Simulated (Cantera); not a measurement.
An adiabatic, constant-volume homogeneous reactor starts with H2 : O2 : N2 = 1 : 0.385 : 1.92 (molar parts), equivalence ratio 1.3, at 1823 K and 10.0 bar. Integrator tolerance rtol = 1e-08.

Cantera simulation using GRI-Mech 3.0 (53 species, 325 reactions); the numbers are that mechanism's predictions, not measurements. The hydrogen kinetics of GRI-Mech 3.0 are dated; newer H2 mechanisms differ, most at raised pressure. Above 3000 K some thermodynamic fits are extrapolated.

Task: What does this change do: pressure from 10.0 bar to 17.0 bar?

Result: 
```csv
quantity,before,after
time of steepest temperature rise,0.668 µs,0.398 µs
temperature at 3.00 s,3245 K,3299 K
equilibrium temperature,3245 K,3299 K
x(H2) at 3.00 s,0.0920 (gas-phase equilibrium 0.0920),0.0911 (gas-phase equilibrium 0.0911)
x(O2) at 3.00 s,0.00316 (gas-phase equilibrium 0.00316),0.00265 (gas-phase equilibrium 0.00265)
x(NO2) at 3.00 s,1.69e-6 (gas-phase equilibrium 1.69e-6),1.90e-6 (gas-phase equilibrium 1.90e-6)
x(H2O2) at 3.00 s,1.19e-6 (gas-phase equilibrium 1.19e-6),1.57e-6 (gas-phase equilibrium 1.57e-6)
x(NO) at 3.00 s,0.00693 (gas-phase equilibrium 0.00693),0.00671 (gas-phase equilibrium 0.00671)
```
The pressure lies above the range GRI-Mech 3.0 was tuned for (to about 10 atm).

Task: What does this change do: initial temperature 1823 to 1700 K?

Result: 
```tsv
quantity	before	after
time of steepest temperature rise	0.668 µs	0.899 µs
temperature at 3.00 s	3245 K	3205 K
equilibrium temperature	3245 K	3205 K
x(H2) at 3.00 s	0.0920 (gas-phase equilibrium 0.0920)	0.0901 (gas-phase equilibrium 0.0901)
x(O2) at 3.00 s	0.00316 (gas-phase equilibrium 0.00316)	0.00264 (gas-phase equilibrium 0.00264)
x(NO2) at 3.00 s	1.69e-6 (gas-phase equilibrium 1.69e-6)	1.43e-6 (gas-phase equilibrium 1.43e-6)
x(H2O2) at 3.00 s	1.19e-6 (gas-phase equilibrium 1.19e-6)	1.09e-6 (gas-phase equilibrium 1.09e-6)
x(NO) at 3.00 s	0.00693 (gas-phase equilibrium 0.00693)	0.00609 (gas-phase equilibrium 0.00609)
```
